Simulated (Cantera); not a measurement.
Input: 1 mol SiHCl3, 0.2 mol Cl2, 8.3 mol N2, equilibrated at 1375 K and 0.0430 bar.

Method: chemical equilibrium by Gibbs-energy minimisation in Cantera with the NASA 1993 tables (ideal gas, pure condensed phases). Candidate condensed phases: NH4Cl, Si, Si3N4; 28 gas species. N2 is the only nitrogen source here; it is nearly inert below about 1500 K, so the nitride shown seldom forms there in practice. The tables' values for SiCl3 are old estimates; treat these amounts as uncertain. The numbers say what is thermodynamically allowed, not how fast it happens.

What is the equilibrium state?


```json
{
  "x(N2)": "0.833",
  "x(HCl)": "0.0890",
  "x(SiCl4)": "0.0550",
  "x(SiCl3)": "0.00894",
  "x(H2)": "0.00686",
  "x(SiCl2)": "0.00668",
  "x(SiHCl3)": "0.000270",
  "x(Cl)": "1.47e-5",
  "x(H)": "1.37e-6",
  "n(Si3N4(s))": "0.104 mol",
  "gas_amount": "9.712 mol",
  "log10 activity of Si(s) (absent)": "-2.70"
}
```
